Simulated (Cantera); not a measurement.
A closed system holds: 1 mol Si3N4, 0.65 mol H2, equilibrated at 2275 K and 1 atm.

Method: chemical equilibrium by Gibbs-energy minimisation in Cantera with the NASA 1993 tables (ideal gas, pure condensed phases). Candidate condensed phases: Si, Si3N4; 18 gas species. The tables' values for SiN are old estimates; treat these amounts as uncertain. Gases not in the tables: Si2H6 and higher silanes. Equilibrium is a limit: real reactors are often held back by kinetics, nucleation or transport.

Base state: N2 0.752, H2 0.242, H 0.00415, Si 0.000735, SiH 0.000140, SiH2 0.000101, Si2N 9.79e-5, SiN 9.40e-5 (mole fractions); condensed: Si(l).

Problem. What changes in the equilibrium state with this change: temperature from 2275 K to 2075 K?

Solution. 
```csv
species,before,after
H2,0.242,0.579
N2,0.752,0.418
H,0.00415,0.00201
Si,0.000735,0.000101
Si2,1.36e-5,1.24e-6
SiN,9.40e-5,1.43e-5
"Si(l), mol",3.00,0.703
"Si3N4(s), mol",0,0.766
```
Mutual solubility and eutectic melting of coexisting phases are not modelled.
